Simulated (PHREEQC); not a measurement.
Consider water at 85 °C with 0.23 mol Mn(NO3)2 per kg of water. Closed to the air; pH follows from the charge balance.

Computed with PHREEQC (ion-association model, wateq4f.dat).

The pH comes out as 5.06 and the ionic strength is 0.666 mol/kgw. The activity of water is 0.989.

```json
[
 {"species": "NO3-", "molality": "0.444", "activity": "0.245", "log γ": "-0.258"},
 {"species": "Mn+2", "molality": "0.222", "activity": "0.0434", "log γ": "-0.709"},
 {"species": "Mn(NO3)2", "molality": "0.00797", "activity": "0.00929", "log γ": "0.067"},
 {"species": "H+", "molality": "1.18e-5", "activity": "8.66e-6", "log γ": "-0.135"},
 {"species": "MnOH+", "molality": "1.18e-5", "activity": "7.46e-6", "log γ": "-0.198"},
 {"species": "OH-", "molality": "6.00e-8", "activity": "3.45e-8", "log γ": "-0.240"}
]
```

This is a speciation only: nothing precipitates in the calculation. Away from 25 °C the constants follow the database's enthalpies or fits; those with neither stay at their 25 °C values.
